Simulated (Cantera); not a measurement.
A closed system holds: 1 mol SiCl₄, 2.7 mol H₂, held at 477 °C and 0.100 bar.

Cantera equilibrium calculation (NASA polynomials, part measured and part estimated; ideal gas, pure solids and liquids). Candidate condensed phases: Si; 19 gas species. Equilibrium is a limit: real reactors are often held back by kinetics, nucleation or transport.

Base state: H₂ 0.720, SiCl₄ 0.261, HCl 0.00925, SiHCl₃ 0.00920, SiH₂Cl₂ 2.38e-5 (mole fractions); condensed: gas only.

What changes in the equilibrium state with this change: temperature from 477 °C to 877 °C?


| species | before | after |
|---|---|---|
| H₂ | 0.720 | 0.662 |
| SiCl₄ | 0.261 | 0.204 |
| HCl | 0.00925 | 0.0727 |
| SiCl₃ | 8.09e-6 | 0.0136 |
| SiHCl₃ | 0.00920 | 0.0376 |
| SiCl₂ | 4.62e-8 | 0.00988 |
| SiH₂Cl₂ | 2.38e-5 | 0.000873 |
The tables' values for SiCl₃ are old estimates; treat these amounts as uncertain.

What changes in the equilibrium state with this change: temperature from 477 °C to 825 °C?


| species | before | after |
|---|---|---|
| H₂ | 0.720 | 0.676 |
| SiCl₄ | 0.261 | 0.217 |
| HCl | 0.00925 | 0.0560 |
| SiHCl₃ | 0.00920 | 0.0381 |
| SiCl₂ | 4.62e-8 | 0.00416 |
| SiCl₃ | 8.09e-6 | 0.00802 |
| SiH₂Cl₂ | 2.38e-5 | 0.000800 |
The tables' values for SiCl₃ are old estimates; treat these amounts as uncertain.
